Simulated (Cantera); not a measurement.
Input (Python, Cantera):

```python
import numpy as np
import cantera as ct

gas = ct.Solution("gri30.yaml")
gas.TPX = 573, 500000, {'CH4': 1, 'O2': 1.11, 'N2': 4.18}
inlet = ct.Reservoir(gas, clone=True)
gas.equilibrate("HP")  # start burning
reactor = ct.IdealGasConstPressureReactor(gas, energy="on", clone=False)
exhaust = ct.Reservoir(gas, clone=True)
tau = [0.15, 0.062, 0.026, 0.011, 0.0045, 0.0019, 0.00078, 0.00032, 0.00013, 5.6e-05, 2.3e-05, 9.8e-06, 4.1e-06][0]
for a, b in ((inlet, reactor), (reactor, exhaust)):
    ct.MassFlowController(a, b, mdot=lambda t: reactor.mass / tau)
net = ct.ReactorNet([reactor])
show = ['CH4', 'O2', 'OH', 'NO', 'H2']

rows = []
print(f"{'tau/s':>10s}{'T/K':>9s}" + "".join(f"{s:>11s}" for s in show))
for tau in [0.15, 0.062, 0.026, 0.011, 0.0045, 0.0019, 0.00078, 0.00032, 0.00013, 5.6e-05, 2.3e-05, 9.8e-06, 4.1e-06]:
    net.initial_time = 0.0
    net.advance(30 * tau)
    before = gas.X
    net.advance(40 * tau)
    drift = np.max(np.abs(gas.X - before) / (gas.X + 1e-9))
    rows.append([gas.T, *gas[show].X, drift])
    print(f"{tau:10.3e}{gas.T:9.1f}" + "".join(f"{x:11.3e}" for x in gas[show].X))
```

Result:

```
     tau/s      T/K        CH4         O2         OH         NO         H2
 1.500e-01   1914.2  4.068e-03  1.031e-04  1.582e-05  3.508e-06  1.206e-01
 6.200e-02   1924.1  5.701e-03  2.261e-04  1.936e-05  3.286e-06  1.126e-01
 2.600e-02   1933.6  7.549e-03  4.818e-04  2.431e-05  2.999e-06  1.037e-01
 1.100e-02   1940.6  9.613e-03  1.004e-03  3.087e-05  2.622e-06  9.466e-02
 4.500e-03   1941.8  1.209e-02  2.126e-03  3.937e-05  2.101e-06  8.581e-02
 1.900e-03   1930.9  1.508e-02  4.407e-03  4.814e-05  1.474e-06  7.797e-02
 7.800e-04   1888.9  2.011e-02  1.011e-02  5.286e-05  7.259e-07  6.988e-02
 3.200e-04    573.0  1.590e-01  1.765e-01  6.318e-24 -6.581e-23 -8.578e-17
 1.300e-04    573.0  1.590e-01  1.765e-01  2.567e-24 -7.411e-26 -9.660e-20
 5.600e-05    573.0  1.590e-01  1.765e-01  1.168e-24 -3.472e-27 -4.525e-21
 2.300e-05    573.0  1.590e-01  1.765e-01  4.901e-25 -2.053e-28 -2.677e-22
 9.800e-06    573.0  1.590e-01  1.765e-01  2.059e-25 -1.297e-29 -1.691e-23
 4.100e-06    573.0  1.590e-01  1.765e-01  8.276e-26 -8.193e-31 -1.068e-24
```

Computed with Cantera and GRI-Mech 3.0 (53 species, 325 reactions).
